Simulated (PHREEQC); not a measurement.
Consider water at 85 °C with 0.00096 mol ZnSO4, 0.39 mol CaCl2, 9.8e-05 mol H2SO4 and 0.0051 mol Na2SO4 per kg of water. Closed to the air; pH follows from the charge balance.

All values are PHREEQC results (ion-association model, wateq4f.dat), not measurements.

```
Quantity                  Result
-----------------  -------------
pH                          3.94
ionic strength      1.17 mol/kgw
activity of water          0.980
total alkalinity   -0.196 meq/kg
```

```tsv
species	molality	activity	log γ
Cl-	0.778	0.431	-0.256
Ca+2	0.386	0.0789	-0.689
Na+	0.0102	0.00695	-0.166
CaSO4	0.00423	0.00554	0.117
SO4-2	0.00187	0.000221	-0.929
ZnCl+	0.000398	0.000222	-0.253
ZnCl4-2	0.000196	2.57e-5	-0.882
H+	0.000162	0.000116	-0.145
ZnCl3-	0.000143	8.01e-5	-0.253
Zn+2	0.000128	2.11e-5	-0.781
```

Precipitation was switched off in this run. Caution: at this ionic strength the ion-association model is outside its range; a Pitzer model would be the better tool where its parameters exist. Species that the database lacks are ignored. Constants without temperature data keep their 25 °C values here.
